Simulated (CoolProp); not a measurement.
Vapour-liquid equilibrium of CH2F2 (R32) (1) + R134a (2) at 176.3 K; x and y are mole fractions of (1).

Values from CoolProp's multi-fluid Helmholtz-energy mixture model, Tillner-Roth 1997 and Tillner-Roth 1994; pair parameters Lemmon 2004.

Give the bubble pressure and the first vapour's composition at x = 0.25, 0.65, 0.85. Is there an azeotrope?

x = 0.25: 0.01934 bar, y = 0.695; x = 0.65: 0.03605 bar, y = 0.920; x = 0.85: 0.04416 bar, y = 0.971. No azeotrope shows between x = 0.05 and 0.95.

The pair parameters rest on a limited set of measurements; away from them the model extrapolates.
